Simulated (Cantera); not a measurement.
A perfectly stirred reactor is fed with H2 : O2 = 0.012 : 1 (molar parts), at 0.0132 atm; it is held at 1448 K, and followed from long to short residence time.

Detailed kinetics in Cantera: the H2/O2 subset of GRI-Mech 3.0, which has no nitrogen chemistry. Radical loss at walls, strong at low pressure, is not modelled.

Problem. Predict: x(H2) at τ = 1.80 s; x(O2) at τ = 1.80 s; x(H) at τ = 1.80 s; x(H2O2) at τ = 1.80 s; x(H2O) at τ = 1.80 s; x(H2) at τ = 35.0 ms; x(O2) at τ = 35.0 ms; x(H) at τ = 35.0 ms; x(H2O2) at τ = 35.0 ms; x(H2O) at τ = 35.0 ms.

Solution. 
```json
{
  "x(H2) at τ = 1.80 s": "2.41e-5",
  "x(O2) at τ = 1.80 s": "0.984",
  "x(H) at τ = 1.80 s": "6.12e-5",
  "x(H2O2) at τ = 1.80 s": "5.92e-9",
  "x(H2O) at τ = 1.80 s": "0.0114",
  "x(H2) at τ = 35.0 ms": "0.000199",
  "x(O2) at τ = 35.0 ms": "0.978",
  "x(H) at τ = 35.0 ms": "0.000347",
  "x(H2O2) at τ = 35.0 ms": "1.04e-8",
  "x(H2O) at τ = 35.0 ms": "0.0106"
}
```
